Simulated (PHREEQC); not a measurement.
Make-up at 25 °C: 0.0045 mol MnSO4, 0.0032 mol H2SO4 and 0.3 mol NaCl per kg of water. Closed to the air; pH follows from the charge balance.

Model: ion-association model, phreeqc.dat, run in PHREEQC.

```json
[
 {"quantity": "pH", "before": "2.35", "after": "2.37"},
 {"quantity": "SO4-2 (mol/kgw)", "before": "0.00496", "after": "0.00637"},
 {"quantity": "NaSO4- (mol/kgw)", "before": "0.00184", "after": "0.00235"},
 {"quantity": "HSO4- (mol/kgw)", "before": "0.000715", "after": "0.000885"},
 {"quantity": "SI of Halite (NaCl)", "before": "-2.92", "after": "-2.93"}
]
```

### Question
Which change was made?
A) MnSO4 from 0.0045 to 0.00675 mol/kgw
B) temperature from 25 to 45 °C
C) diluted 10-fold with water
D) H2SO4 left out
E) NaCl from 0.3 to 0.15 mol/kgw

### Answer
A, MnSO4 from 0.0045 to 0.00675 mol/kgw

This is a speciation only: nothing precipitates in the calculation.
